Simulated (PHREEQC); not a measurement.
Dissolve 0.29 mol HCl, 6.2e-05 mol CuSO4 and 5.3e-05 mol MgCl2 per kg of water at 25 °C. Closed to the air; pH follows from the charge balance.

Model: ion-association model, phreeqc.dat, run in PHREEQC.

No solid was allowed to form.

Estimate the pH.

pH 0.64.

In which forms is Cu present?

Cu+2 80 %, CuCl+ 18 %, CuCl2 1.3 % of the Cu.
